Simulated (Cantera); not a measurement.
## Hydrogen reduction and annealing atmospheres: Cr₂O₃ + H₂

A closed system holds: 1 mol Cr₂O₃, a varied amount of H₂, held at 1000 Pa.

Equilibrium computed with Cantera from the NASA thermochemical tables; the gas is ideal and each condensed phase is pure. Candidate condensed phases: Cr, Cr₂O₃, H₂O; 13 gas species. Mutual solubility and eutectic melting of coexisting phases are not modelled. Kinetics and transport are ignored.

Stable condensed phases:

```
T in K \ n(H₂) in mol
           36   57   92  150  230  370  600  960 1500
   2000     A    A    B    B    B    B    B    B    B
   1925     A    A    A    B    B    B    B    B    B
   1850     A    A    A    A    B    B    B    B    B
   1775     A    A    A    A    A    A    B    B    B
   1700     C    C    C    C    C    C    C    B    B
   1625     C    C    C    C    C    C    C    C    D
   1550     C    C    C    C    C    C    C    C    C
   1475     C    C    C    C    C    C    C    C    C
   1400     C    C    C    C    C    C    C    C    C
   1325     C    C    C    C    C    C    C    C    C
```

A: Cr₂O₃; B: gas only; C: Cr + Cr₂O₃; D: Cr.
